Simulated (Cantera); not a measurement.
Input: 1 mol MgO, 0.67 mol F₂, at 2300 Pa.

Method: chemical equilibrium by Gibbs-energy minimisation in Cantera with the NASA 1993 tables (ideal gas, pure condensed phases). Candidate condensed phases: Mg, MgF₂, MgO; 14 gas species. Mutual solubility and eutectic melting of coexisting phases are not modelled. The numbers say what is thermodynamically allowed, not how fast it happens. All values below are at 1450 K.

Base state: O₂ 0.999, MgF₂ 0.000860, O 1.32e-5 (mole fractions); condensed: MgF₂(s) + MgO(s).

Question: What changes in the equilibrium state with this change: F₂ from 0.67 to 15 mol?

Answer: 
```
species         before     after
------------  --------  --------
F              6.21e-7     0.977
O₂               0.999    0.0176
F₂               <1e-9   0.00468
MgF₂          0.000860  0.000860
O              1.32e-5   1.76e-6
MgF₂(s), mol     0.670     0.976
MgO(s), mol      0.330         0
```
